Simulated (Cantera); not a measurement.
An adiabatic, constant-pressure homogeneous reactor starts with 1.86 % C₃H₈, 20.6 % O₂, 77.6 % N₂, at 1175 K and 15.0 bar.

Detailed kinetics in Cantera: GRI-Mech 3.0 (53 species, 325 reactions). GRI-Mech 3.0 was tuned for natural gas; its chemistry of propane as a main component is partial and can be far from experiment. The pressure lies above the range GRI-Mech 3.0 was tuned for (to about 10 atm).

x: mole fraction; the columns are a selection and need not sum to one.

```json
[
 {"t (s)": "1.00e-6", "T (K)": "1175", "x C₃H₈": "0.0186", "x O₂": "0.206", "x C₂H₄": "6.02e-8", "x HO₂": "5.68e-8", "x N₂O": "<1e-12", "x H₂O": "1.04e-9", "x O": "3.03e-11"},
 {"t (s)": "4.64e-6", "T (K)": "1175", "x C₃H₈": "0.0186", "x O₂": "0.206", "x C₂H₄": "3.59e-7", "x HO₂": "3.01e-7", "x N₂O": "<1e-12", "x H₂O": "1.66e-8", "x O": "7.17e-11"},
 {"t (s)": "2.15e-5", "T (K)": "1175", "x C₃H₈": "0.0186", "x O₂": "0.206", "x C₂H₄": "2.59e-6", "x HO₂": "1.30e-6", "x N₂O": "1.42e-12", "x H₂O": "4.61e-7", "x O": "3.37e-10"},
 {"t (s)": "0.000100", "T (K)": "1175", "x C₃H₈": "0.0185", "x O₂": "0.206", "x C₂H₄": "…", "x HO₂": "…", "x N₂O": "2.18e-11", "x H₂O": "…", "x O": "…"},
 {"t (s)": "0.000464", "T (K)": "1176", "x C₃H₈": "0.0182", "x O₂": "0.206", "x C₂H₄": "0.000371", "x HO₂": "4.62e-6", "x N₂O": "1.75e-10", "x H₂O": "0.000202", "x O": "3.19e-9"},
 {"t (s)": "0.00215", "T (K)": "2157", "x C₃H₈": "<1e-12", "x O₂": "0.111", "x C₂H₄": "<1e-12", "x HO₂": "5.27e-6", "x N₂O": "1.68e-6", "x H₂O": "0.0720", "x O": "0.000177"},
 {"t (s)": "0.0100", "T (K)": "2156", "x C₃H₈": "<1e-12", "x O₂": "0.110", "x C₂H₄": "<1e-12", "x HO₂": "5.24e-6", "x N₂O": "1.68e-6", "x H₂O": "0.0720", "x O": "0.000175"},
 {"t (s)": "0.0464", "T (K)": "2151", "x C₃H₈": "<1e-12", "x O₂": "0.109", "x C₂H₄": "<1e-12", "x HO₂": "5.12e-6", "x N₂O": "1.66e-6", "x H₂O": "0.0720", "x O": "0.000169"},
 {"t (s)": "0.215", "T (K)": "2142", "x C₃H₈": "<1e-12", "x O₂": "0.107", "x C₂H₄": "<1e-12", "x HO₂": "4.88e-6", "x N₂O": "1.63e-6", "x H₂O": "0.0721", "x O": "0.000157"},
 {"t (s)": "1.00", "T (K)": "2140", "x C₃H₈": "<1e-12", "x O₂": "0.107", "x C₂H₄": "<1e-12", "x HO₂": "4.83e-6", "x N₂O": "1.63e-6", "x H₂O": "0.0721", "x O": "0.000155"}
]
```

Q: Complete the blanks.

A: 
- 0.000100, x C₂H₄: 3.94e-5
- 0.000100, x HO₂: 2.93e-6
- 0.000100, x H₂O: 1.77e-5
- 0.000100, x O: 1.89e-9
